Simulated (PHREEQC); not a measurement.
# Hard or scaling water (model solution)

Make-up at 25 °C: 1.05 mol/kgw MgCl2, 0.00015 mol/kgw Na2SO4 and 0.013 mol/kgw KCl. Closed to the air; pH follows from the charge balance.

Equilibrium calculation in PHREEQC: Pitzer model, pitzer.dat.

The ionic strength comes out as 3.16 mol/kgw, the activity of water is 0.938 and the density comes out as 1.075 g/cm³. The osmotic coefficient comes out as 1.127.

```json
[
 {"species": "Cl-", "molality": "2.11", "activity": "1.21", "log γ": "-0.244"},
 {"species": "Mg+2", "molality": "1.05", "activity": "0.632", "log γ": "-0.221"},
 {"species": "K+", "molality": "0.0130", "activity": "0.00976", "log γ": "-0.124"},
 {"species": "Na+", "molality": "0.000300", "activity": "0.000313", "log γ": "0.019"},
 {"species": "SO4-2", "molality": "0.000150", "activity": "2.26e-6", "log γ": "-1.822"},
 {"species": "H+", "molality": "7.42e-7", "activity": "1.28e-6", "log γ": "0.238"},
 {"species": "MgOH+", "molality": "6.88e-7", "activity": "7.17e-7", "log γ": "0.017"},
 {"species": "OH-", "molality": "5.43e-8", "activity": "7.39e-9", "log γ": "-0.866"}
]
```

No solid was allowed to form. Species that the database lacks are ignored.
